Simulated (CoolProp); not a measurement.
The fluid at 298.15 K and 0.0584 MPa expands adiabatically to 0.0244 MPa with isentropic efficiency 0.7. The same conditions are run with several fluids, on thermodynamics alone (safety and materials aside).

The numbers come from the reference Helmholtz-energy equation of state of each fluid (R236EA: Rui 2013; n-perfluorobutane: Gao 2022; oxygen: Schmidt 1985; dry air: Lemmon 2000; R143a: Lemmon and Jacobsen 2000) in CoolProp. Blends and air are pseudo-pure fits.

```json
[
 {"fluid": "R236EA", "work (kJ/kg)": "…", "final temperature (K)": "286.0", "final density (kg/m³)": "1.57"},
 {"fluid": "n-perfluorobutane", "work (kJ/kg)": "6.16", "final temperature (K)": "290.5", "final density (kg/m³)": "2.43"},
 {"fluid": "oxygen", "work (kJ/kg)": "…", "final temperature (K)": "252.3", "final density (kg/m³)": "…"},
 {"fluid": "dry air", "work (kJ/kg)": "46.3", "final temperature (K)": "252.0", "final density (kg/m³)": "0.337"},
 {"fluid": "R143a", "work (kJ/kg)": "17.1", "final temperature (K)": "…", "final density (kg/m³)": "…"}
]
```

Question: What belongs in the gaps?

Answer: 
- R236EA, work (kJ/kg): 9.54
- oxygen, work (kJ/kg): 41.9
- oxygen, final density (kg/m³): 0.372
- R143a, final temperature (K): 278.8
- R143a, final density (kg/m³): 0.889
